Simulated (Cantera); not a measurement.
What does this Cantera script print?

```python
import numpy as np
import cantera as ct

gas_names = [...]  # 148 gases of nasa_gas.yaml made of Al, C, H, N, O
cond_names = """
    AL(cr) AL(L) ALN(s) AL2O3(a) AL2O3(L) C(gr) C6H6(L) C7H8(L) C8H18(L),n-octa H2O(s) H2O(L)
""".split()


# ... load() reads the species with a 1 bar reference pressure and builds the phases ...
atoms = {
    'Al(CH3)3': {'AL': 1, 'C': 3, 'H': 9},
    'N2O': {'N': 2, 'O': 1},
    'H2': {'H': 2},
    'N2': {'N': 2},
}
top_T = {'ALN(s)': 2750, 'C(gr)': 4500}  # K; cautious upper limits of use, not melting points


# ... equilibrate(T, P, feed) seeds the gas with the atoms and calls Mixture.equilibrate('TP', solver="vcs", rtol=1e-11, max_steps=5000) ...
results = []
feed = {'Al(CH3)3': 1, 'N2O': 3.1, 'H2': 870, 'N2': 32}  # mol
T = 1775  # K
P = 1333.22  # Pa
mix = equilibrate(T, P, feed)
results.append((T, P, feed, dict(zip(mix.species_names, mix.species_moles))))
x = sorted(zip(gas.X, gas.species_names), reverse=True)
print(f"T = {T:g} K  P = {P:g} Pa  gas = {mix.phase_moles(0):.4g} mol")
print("   x: " + "  ".join(f"{s} {v:.3e}" for v, s in x if v > 0.0001))
print("   condensed (mol): " + ("  ".join(f"{mix.phase(i).name} {mix.phase_moles(i):.4g}"
      for i in range(1, mix.n_phases) if mix.phase_moles(i) > 1e-12) or "none"))
```

Result:

```
T = 1775 K  P = 1333.22 Pa  gas = 914.2 mol
   x: H2 9.553e-01  N2 3.824e-02  CO 3.277e-03  H 2.450e-03  AL 5.502e-04  AL2O 1.084e-04
   condensed (mol): ALN(s) 0.2689
```

These are equilibrium values from Cantera (NASA tables, ideal gas, pure condensed phases), not measurements of a reactor. The feed counts by its element totals alone.
